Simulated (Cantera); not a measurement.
Cantera run:

```python
import numpy as np
import cantera as ct

gas_names = """
    Fe FeO O O2 O3 S SO SO2 SO3 S2 S2O S8
""".split()
cond_names = """
    Fe(a) Fe(c) Fe(d) Fe(L) FeO(s) FeO(L) FeS(a) FeS(b) FeS(c) FeS(L) FeSO4(s) FeS2(s) Fe2O3(s)
    Fe2S3O12(s) Fe3O4(s) S(cr1) S(cr2) S(L)
""".split()


def load(file, names, dense=False):
    # The tables refer to 1 bar. Condensed volumes are neglected.
    table = {s.name: s for s in ct.Species.list_from_file(file)}
    out = []
    for n in names:
        d = dict(table[n].input_data)
        d["thermo"] = dict(d["thermo"], **{"reference-pressure": 1e5})
        if dense:
            d["equation-of-state"] = {"model": "constant-volume", "density": "1e6 g/cm^3"}
        out.append(ct.Species.from_dict(d))
    return out


gas = ct.Solution(thermo="ideal-gas", species=load("nasa_gas.yaml", gas_names))
cond = {s.name: ct.Solution(thermo="fixed-stoichiometry", species=[s], name=s.name)
        for s in load("nasa_condensed.yaml", cond_names, dense=True)}
atoms = {
    'Fe2O3': {'Fe': 2, 'O': 3},
    'SO3': {'S': 1, 'O': 3},
    'O2': {'O': 2},
}
top_T = {'FeSO4(s)': 950, 'FeS2(s)': 1010, 'Fe2O3(s)': 1830, 'Fe2S3O12(s)': 1100, 'Fe3O4(s)': 1870}  # K; cautious upper limits of use, not melting points


def equilibrate(T, P, feed):
    n = {}
    for name, mol in feed.items():
        for a, k in atoms[name].items():
            n[a] = n.get(a, 0.0) + k * mol
    gas.TPX = T, P, n
    mass = sum(n.values()) * gas.mean_molecular_weight
    gas.equilibrate("TP")
    valid = [c for c in cond.values() if c.min_temp <= T <= top_T.get(c.name, c.max_temp)]
    mix = ct.Mixture([(gas, mass / gas.mean_molecular_weight)] + [(c, 0.0) for c in valid])
    mix.T, mix.P = T, P
    mix.equilibrate("TP", solver="vcs", rtol=1e-11, max_steps=5000)
    return mix


results = []
feed = {'Fe2O3': 1, 'SO3': 0.065, 'O2': 0.33}  # mol
P = 1333.22  # Pa
for T in [1075, 1125, 1175, 1225, 1275, 1325, 1375, 1425, 1475, 1525, 1575, 1625, 1675]:
    mix = equilibrate(T, P, feed)
    results.append((T, P, feed, dict(zip(mix.species_names, mix.species_moles))))

top = {s: max(r[3][s] / sum(r[3][g] for g in gas_names) for r in results) for s in gas_names}
cols = sorted((s for s in top if top[s] > 0.0001), key=lambda s: -top[s])[:8]
seen = [c for c in cond_names if any(r[3].get(c, 0) > 1e-12 for r in results)]
print("log10 of partial pressures in bar; condensed amounts in mol")
print(f"{'T/K':>10s}" + "".join(f"{s[:9]:>10s}" for s in cols + seen))
for T, P, feed, n in results:
    ng = sum(n[g] for g in gas_names)
    print(f"{T:10.4g}" + "".join(f"{np.log10(max(n[s] / ng * P / 1e5, 1e-99)):10.3f}" for s in cols)
          + "".join(f"{n.get(c, 0):10.4g}" for c in seen))
```

Output:

```
log10 of partial pressures in bar; condensed amounts in mol
       T/K        O2       SO2       SO3         O  Fe2O3(s)  Fe3O4(s)
      1075    -1.947    -2.726    -3.798    -9.856         1         0
      1125    -1.947    -2.714    -3.996    -9.309         1         0
      1175    -1.947    -2.706    -4.180    -8.809         1         0
      1225    -1.947    -2.702    -4.351    -8.349         1         0
      1275    -1.947    -2.699    -4.510    -7.925         1         0
      1325    -1.947    -2.698    -4.657    -7.533         1         0
      1375    -1.947    -2.696    -4.794    -7.170         1         0
      1425    -1.947    -2.696    -4.921    -6.831         1         0
      1475    -1.947    -2.695    -5.039    -6.515         1         0
      1525    -1.947    -2.695    -5.150    -6.220         1         0
      1575    -1.925    -2.837    -5.386    -5.933         0    0.6667
      1625    -1.925    -2.837    -5.482    -5.673         0    0.6667
      1675    -1.926    -2.837    -5.573    -5.429         0    0.6667
```

Method: chemical equilibrium by Gibbs-energy minimisation in Cantera with the NASA 1993 tables (ideal gas, pure condensed phases).
